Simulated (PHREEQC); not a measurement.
A solution holds 0.28 mol HF, 0.0014 mol CsF and 0.0083 mol H2SO4 per kg of water, at 25 °C. Closed to the air; pH follows from the charge balance.

Computed with PHREEQC (ion-association model, wateq4f.dat).

Question: The ionic strength comes out as 0.0262 mol/kgw. What activity coefficients do SO4-2, HF2-, F-, Cs+, HSO4- get?

Answer: SO4-2 0.55, HF2- 0.85, F- 0.85, Cs+ 0.86, HSO4- 0.86.

This is a speciation only: nothing precipitates in the calculation. Species that the database lacks are ignored. wateq4f.dat counts part of the HF as a dimer, H2F2, which phreeqc.dat doesn't know; its constant is uncertain.
